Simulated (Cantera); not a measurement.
Charge: 1 mol Cu₂O, 1.1 mol CH₄, 14 mol N₂, equilibrated at 1773.15 K and 49.0 Pa.

These are equilibrium values from Cantera (NASA tables, ideal gas, pure condensed phases), not measurements of a reactor. Candidate condensed phases: C, C₆H₆, C₇H₈, C₈H₁₈, Cu, CuO, Cu(OH)₂, Cu₂O, H₂O; 139 gas species. The numbers say what is thermodynamically allowed, not how fast it happens.

Base state: N₂ 0.727, H₂ 0.111, Cu 0.104, CO 0.0520, H 0.00429, HCN 0.00153, HNC 5.46e-5, Cu₂ 2.28e-5 (mole fractions); condensed: C(graphite).

Question: What changes in the equilibrium state with this change: CH₄ from 1.1 to 0.9 mol?

Answer: 
```
species            before     after
----------------  -------  --------
N₂                  0.727     0.747
Cu                  0.104     0.107
H₂                  0.111    0.0895
H₂O                 <1e-9   0.00466
CO                 0.0520    0.0474
HCN               0.00153     <1e-9
CO₂                 <1e-9  0.000664
HNC               5.46e-5     <1e-9
C(graphite), mol   0.0689         0
```

Question: What changes in the equilibrium state with this change: temperature from 1773.15 K to 1600 K?

Answer: 
```tsv
species	before	after
N₂	0.727	0.747
H₂	0.111	0.117
Cu	0.104	0.0811
CO	0.0520	0.0534
H	0.00429	0.000839
C₂H₂ (acetylene)	1.56e-5	3.21e-6
HNC	5.46e-5	1.38e-5
Cu₂	2.28e-5	5.81e-5
HCN	0.00153	0.000605
C(graphite), mol	0.0689	0.0883
Cu(l), mol	0	0.478
```
